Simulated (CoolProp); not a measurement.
A Linde-Hampson liquefier for methane: isothermal reversible compression at 290 K from 1 atm to 25 MPa, throttling to 1 atm, return gas leaving the recuperator 0 K below the feed. Each further row changes one setting.

The numbers come from the reference Helmholtz-energy equation of state, Setzmann 1991 in CoolProp.

| case | liquid yield per pass | compression work (kJ/kg of gas) |
|---|---|---|
| as stated | ___ | 774 |
| high pressure 50 MPa | 0.267 | 877 |
| warm-end temperature 320 K | 0.184 | ___ |
| warm-end gap 5 K | ___ | 774 |

Problem. Fill in the missing entries.

Solution. 
- as stated, liquid yield per pass: 0.241
- warm-end temperature 320 K, compression work (kJ/kg of gas): 875
- warm-end gap 5 K, liquid yield per pass: 0.231
